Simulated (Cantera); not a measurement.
# Stirred combustor or abatement burner

A perfectly stirred reactor is fed with 32.2 % CO, 1.26 % H₂, 14.0 % O₂, 52.5 % N₂, at 0.770 bar; it is adiabatic with a 750 K inlet, and is followed from long to short residence time, starting on the burning branch (τ in s: 0.02, 0.0099, 0.0049, 0.0024, 0.0012, 0.00059, 0.00029, 0.00014, 7e-05).

Cantera simulation using GRI-Mech 3.0 (53 species, 325 reactions); the numbers are that mechanism's predictions, not measurements.

```json
[
 {"τ (s)": "0.020", "T (K)": "2445", "x CO": "0.122", "x H₂": "0.000871", "x O₂": "0.0248", "x HO₂": "8.65e-7", "x NO₂": "9.92e-7"},
 {"τ (s)": "0.0099", "T (K)": "2357", "x CO": "0.131", "x H₂": "0.000964", "x O₂": "0.0299", "x HO₂": "1.04e-6", "x NO₂": "6.56e-7"},
 {"τ (s)": "0.0049", "T (K)": "2240", "x CO": "0.143", "x H₂": "0.00108", "x O₂": "0.0356", "x HO₂": "1.52e-6", "x NO₂": "3.07e-7"},
 {"τ (s)": "0.0024", "T (K)": "2103", "x CO": "0.156", "x H₂": "0.00118", "x O₂": "0.0408", "x HO₂": "2.42e-6", "x NO₂": "1.15e-7"},
 {"τ (s)": "0.0012", "T (K)": "1959", "x CO": "0.167", "x H₂": "0.00122", "x O₂": "0.0452", "x HO₂": "3.68e-6", "x NO₂": "5.40e-8"},
 {"τ (s)": "0.00059", "T (K)": "1801", "x CO": "0.178", "x H₂": "0.00118", "x O₂": "0.0494", "x HO₂": "5.37e-6", "x NO₂": "3.64e-8"},
 {"τ (s)": "0.00029", "T (K)": "1627", "x CO": "0.194", "x H₂": "0.00108", "x O₂": "0.0564", "x HO₂": "8.02e-6", "x NO₂": "2.58e-8"},
 {"τ (s)": "0.00014", "T (K)": "1384", "x CO": "0.233", "x H₂": "0.00138", "x O₂": "0.0804", "x HO₂": "1.67e-5", "x NO₂": "8.32e-9"},
 {"τ (s)": "7.0e-5", "T (K)": "750", "x CO": "0.322", "x H₂": "0.0126", "x O₂": "0.140", "x HO₂": "<1e-12", "x NO₂": "<1e-12"}
]
```
x: mole fraction; the columns are a selection and need not sum to one.
